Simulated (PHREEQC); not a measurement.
**Metal-bearing waste water: an equilibrium model**

Consider water at 25 °C with 0.0054 mol/kgw MnSO4, 0.00043 mol/kgw CuCl2 and 0.043 mol/kgw HCl. Closed to the air; pH follows from the charge balance.

The numbers come from PHREEQC with the ion-association model, phreeqc.dat.

Precipitation was switched off in this run.

Q: What pH does the model give?

A: pH 1.47.

Q: In which forms is S present?

A: HSO4- 60 %, SO4-2 34 %, MnSO4 5.7 %, CuSO4 0.5 % of the S.

Species that the database lacks are ignored.
